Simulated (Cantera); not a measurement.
Input: 1 mol SiH4, 2.7 mol HCl, 110 mol H2, at 5.40 Torr.

Cantera equilibrium calculation (NASA polynomials, part measured and part estimated; ideal gas, pure solids and liquids). Candidate condensed phases: Si; 19 gas species. The tables' values for SiCl3, SiCl are old estimates; treat these amounts as uncertain. Rates play no part.

x: gas mole fraction; n: condensed amount in mol.

```json
[
 {"T (K)": "823", "x H2": "0.991", "x HCl": "0.00295", "x SiCl4": "0.00394", "x SiHCl3": "0.00160", "x SiCl2": "9.64e-6", "x H": "8.61e-11", "n Si(s)": "0.359"},
 {"T (K)": "898", "x H2": "0.989", "x HCl": "0.00663", "x SiCl4": "0.00317", "x SiHCl3": "0.00131", "x SiCl2": "6.01e-5", "x H": "1.28e-9", "n Si(s)": "0.469"},
 {"T (K)": "973", "x H2": "0.985", "x HCl": "___", "x SiCl4": "___", "x SiHCl3": "___", "x SiCl2": "___", "x H": "___", "n Si(s)": "___"},
 {"T (K)": "1048", "x H2": "0.980", "x HCl": "0.0177", "x SiCl4": "0.000729", "x SiHCl3": "0.000413", "x SiCl2": "0.000596", "x H": "9.01e-8", "n Si(s)": "0.780"},
 {"T (K)": "1123", "x H2": "0.978", "x HCl": "0.0204", "x SiCl4": "0.000151", "x SiHCl3": "0.000124", "x SiCl2": "0.000901", "x H": "4.96e-7", "n Si(s)": "0.852"},
 {"T (K)": "1198", "x H2": "0.978", "x HCl": "0.0210", "x SiCl4": "___", "x SiHCl3": "___", "x SiCl2": "___", "x H": "___", "n Si(s)": "0.864"},
 {"T (K)": "1273", "x H2": "0.978", "x HCl": "0.0211", "x SiCl4": "4.98e-6", "x SiHCl3": "9.25e-6", "x SiCl2": "0.00117", "x H": "8.31e-6", "n Si(s)": "0.860"},
 {"T (K)": "1348", "x H2": "0.978", "x HCl": "0.0210", "x SiCl4": "1.13e-6", "x SiHCl3": "2.99e-6", "x SiCl2": "0.00126", "x H": "2.70e-5", "n Si(s)": "0.853"},
 {"T (K)": "1423", "x H2": "0.978", "x HCl": "0.0208", "x SiCl4": "2.99e-7", "x SiHCl3": "1.09e-6", "x SiCl2": "0.00134", "x H": "7.74e-5", "n Si(s)": "0.845"},
 {"T (K)": "1498", "x H2": "0.978", "x HCl": "0.0207", "x SiCl4": "9.01e-8", "x SiHCl3": "4.38e-7", "x SiCl2": "0.00141", "x H": "0.000200", "n Si(s)": "0.837"},
 {"T (K)": "1573", "x H2": "0.977", "x HCl": "0.0206", "x SiCl4": "3.05e-8", "x SiHCl3": "1.92e-7", "x SiCl2": "0.00147", "x H": "0.000474", "n Si(s)": "0.829"},
 {"T (K)": "1648", "x H2": "0.977", "x HCl": "0.0204", "x SiCl4": "1.14e-8", "x SiHCl3": "9.08e-8", "x SiCl2": "0.00152", "x H": "0.00104", "n Si(s)": "0.818"}
]
```

Task: What belongs in the gaps?

Result: 
- 973, x HCl: 0.0122
- 973, x SiCl4: 0.00195
- 973, x SiHCl3: 0.000888
- 973, x SiCl2: 0.000242
- 973, x H: 1.26e-8
- 973, n Si(s): 0.628
- 1198, x SiCl4: 2.59e-5
- 1198, x SiHCl3: 3.24e-5
- 1198, x SiCl2: 0.00107
- 1198, x H: 2.22e-6
